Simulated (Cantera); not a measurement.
# Equilibrium for abatement and gas-phase synthesis: S + O2

Charge: 1 mol S, a varied amount of O2, equilibrated at 2750 K and 1.00 bar.

Cantera equilibrium calculation (NASA polynomials, part measured and part estimated; ideal gas, pure solids and liquids). Candidate condensed phases: S; 10 gas species. Kinetics and transport are ignored.

| n(O2) (mol) | x SO2 | x O2 | x S2 | x SO | x S | x O | x S2O |
|---|---|---|---|---|---|---|---|
| 0.064 | 0.0410 | 4.17e-5 | 0.723 | 0.132 | 0.0969 | 0.000287 | 0.00671 |
| 0.091 | 0.0660 | 6.98e-5 | 0.668 | 0.164 | 0.0931 | 0.000371 | 0.00802 |
| 0.13 | 0.104 | 0.000116 | 0.598 | 0.200 | 0.0881 | 0.000478 | 0.00925 |
| 0.19 | 0.162 | 0.000197 | 0.506 | 0.240 | 0.0810 | 0.000624 | 0.0102 |
| 0.26 | 0.229 | 0.000307 | 0.415 | 0.272 | 0.0734 | 0.000778 | 0.0104 |
| 0.38 | 0.337 | 0.000540 | 0.290 | 0.301 | 0.0613 | 0.00103 | 0.00968 |
| 0.54 | 0.471 | 0.00101 | 0.164 | 0.309 | 0.0461 | 0.00141 | 0.00747 |
| 0.77 | 0.665 | 0.00280 | 0.0422 | 0.261 | 0.0234 | 0.00235 | 0.00320 |
| 1.1 | 0.825 | 0.107 | 4.40e-5 | 0.0523 | 0.000756 | 0.0146 | 2.07e-5 |
| 1.6 | 0.589 | 0.363 | 1.97e-6 | 0.0204 | 0.000160 | 0.0268 | 1.71e-6 |
| 2.2 | 0.432 | 0.523 | 5.08e-7 | 0.0124 | 8.12e-5 | 0.0322 | 5.28e-7 |
| 3.2 | 0.298 | 0.658 | 1.53e-7 | 0.00764 | 4.45e-5 | 0.0361 | 1.78e-7 |
| 4.5 | 0.212 | 0.744 | 6.06e-8 | 0.00511 | 2.81e-5 | 0.0383 | 7.52e-8 |
x: gas mole fraction; nothing condenses.

From 0.064 mol O2 to 4.5 mol O2 nothing is condensed.
